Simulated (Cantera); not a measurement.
Charge: 1 mol Si, 3.5 mol HCl, 40 mol H2, at 302 °C and 1.00 bar.

Equilibrium computed with Cantera from the NASA thermochemical tables; the gas is ideal and each condensed phase is pure. Candidate condensed phases: Si; 19 gas species. The numbers say what is thermodynamically allowed, not how fast it happens.

Base state: H2 0.976, SiCl4 0.0122, SiHCl3 0.0109, SiH2Cl2 0.000447, HCl 1.63e-5 (mole fractions); condensed: gas only.

What changes in the equilibrium state with this change: 0.29 mol N2 added?


```csv
species,before,after
H2,0.976,0.958
HCl,1.63e-5,0.0283
SiCl4,0.0122,0.0133
SiHCl3,0.0109,6.69e-6
SiH2Cl2,0.000447,<1e-9
NH3,0,0.000176
"Si3N4(s), mol",0,0.143
```
N2 is the only nitrogen source here; it is nearly inert below about 1500 K, so the nitride shown seldom forms there in practice. Further candidate phases: NH4Cl, Si3N4.
